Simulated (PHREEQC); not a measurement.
Consider water at 20 °C with 0.0016 mol/kgw HF, 4.3e-05 mol/kgw H2SiF6, 0.0032 mol/kgw H3BO3 and 0.0019 mol/kgw H2SO4. Closed to the air; pH follows from the charge balance.

The numbers come from PHREEQC with the ion-association model, phreeqc.dat.

The ionic strength comes out as 0.00534 mol/kgw. What activity coefficients do HSO4-, BF4-, H+, SiF6-2, SO4-2 get?

HSO4- 0.92, BF4- 0.92, H+ 0.93, SiF6-2 0.74, SO4-2 0.74.

This is a speciation only: nothing precipitates in the calculation. SiF6-2 is the database's only silicon fluoride. Real BF4- forms and hydrolyses slowly; the run takes it at equilibrium.
